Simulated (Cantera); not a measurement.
An isothermal, constant-pressure homogeneous reactor starts with CH₄ : O₂ : N₂ = 0.0098 : 0.0026 : 1 (molar parts), at 1373 K and 1.20 bar. Integrator tolerance rtol = 1e-08.

Detailed kinetics in Cantera: GRI-Mech 3.0 (53 species, 325 reactions). GRI-Mech 3.0 stops at C3 and has no aromatics, soot or wall deposition, so with more carbon than oxygen in the feed, carbon stays in small species such as C2H2 where larger ones or solid carbon would form.

```tsv
quantity	before	after
x(CH₄) at 40.0 s	0.00231 (gas-phase equilibrium 9.56e-5)	0.00292 (gas-phase equilibrium 0.000145)
x(O₂) at 40.0 s	<1e-12 (gas-phase equilibrium <1e-12)	<1e-12 (gas-phase equilibrium <1e-12)
x(CO) at 40.0 s	0.00180 (gas-phase equilibrium 0.00507)	0.000416 (gas-phase equilibrium 0.00112)
x(CH₂CO) at 40.0 s	9.12e-8 (gas-phase equilibrium 1.79e-10)	2.47e-8 (gas-phase equilibrium 6.78e-11)
x(CH₂O) at 40.0 s	2.45e-9 (gas-phase equilibrium 4.65e-11)	5.19e-10 (gas-phase equilibrium 9.02e-12)
```

Problem. What was changed between the two runs?
(A) O2 0.0026 to 0.00057 parts
(B) temperature 1373 to 1098 K
(C) N2 1 to 1.8 parts
(D) CH4 0.0098 to 0.0019 parts

Solution. A, O2 0.0026 to 0.00057 parts
